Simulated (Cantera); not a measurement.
Mixture: CH4 : CO : O2 : N2 : H2O = 1 : 0.082 : 3.19 : 9.89 : 4.1 (molar parts), equivalence ratio 0.64, at 1.68 atm, adiabatic and at constant volume. Ignition delay is the time to a rise of 400 K.

Cantera simulation using GRI-Mech 3.0 (53 species, 325 reactions); the numbers are that mechanism's predictions, not measurements.

Task: Predict: delay at 1000 K; delay at 1075 K; delay at 1150 K; delay at 1225 K; delay at 1300 K; delay at 1375 K; apparent activation energy between 1225 and 1375 K.

Result: 
```
Property                                                 Value
--------------------------------------------------  ----------
delay at 1000 K                                        0.545 s
delay at 1075 K                                        0.159 s
delay at 1150 K                                        53.6 ms
delay at 1225 K                                        19.9 ms
delay at 1300 K                                        7.87 ms
delay at 1375 K                                        3.26 ms
apparent activation energy between 1225 and 1375 K  170 kJ/mol
```
